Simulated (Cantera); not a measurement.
A closed system holds: 1 mol TEOS, 0.15 mol O₃, 20 mol H₂, held at 848.15 K and 170 Pa.

Equilibrium computed with Cantera from the NASA thermochemical tables; the gas is ideal and each condensed phase is pure. Candidate condensed phases: C, C₆H₆, C₇H₈, C₈H₁₈, H₂O, Si, SiC, SiO₂; 123 gas species. The feed counts by its element totals alone. Equilibrium is a limit: real reactors are often held back by kinetics, nucleation or transport.

Base state: H₂ 0.924, CO 0.0744, CH₄ 0.000927, H₂O 0.000859, CO₂ 0.000214 (mole fractions); condensed: C(graphite) + SiO₂(β-quartz).

What changes in the equilibrium state with this change: H₂ from 20 to 0.18 mol?


```tsv
species	before	after
H₂	0.924	0.806
CO	0.0744	0.190
H₂O	0.000859	0.00192
CO₂	0.000214	0.00139
CH₄	0.000927	0.000706
C(graphite), mol	5.55	5.58
SiO₂(β-quartz), mol	1.00	1.00
```

What changes in the equilibrium state with this change: temperature from 848.15 K to 1623.15 K?


```csv
species,before,after
H₂,0.924,0.869
CO,0.0744,0.129
H,<1e-9,0.00157
SiO,<1e-9,0.000406
CO₂,0.000214,6.87e-9
C₂H₂ (acetylene),<1e-9,3.03e-5
H₂O,0.000859,1.44e-7
CH₄,0.000927,1.90e-6
"C(graphite), mol",5.55,2.58
"SiO₂(β-quartz), mol",1.00,0
"SiC(s), mol",0,0.986
```

What changes in the equilibrium state with this change: temperature from 848.15 K to 1350 K?


```
species                before     after
-------------------  --------  --------
H₂                      0.924     0.871
CO                     0.0744     0.129
SiO                     <1e-9  0.000126
CH₄                  0.000927   7.43e-6
H                       <1e-9   5.39e-5
CO₂                  0.000214   8.25e-8
H₂O                  0.000859   1.09e-6
C(graphite), mol         5.55      2.56
SiO₂(β-quartz), mol      1.00         0
SiC(s), mol                 0     0.996
```
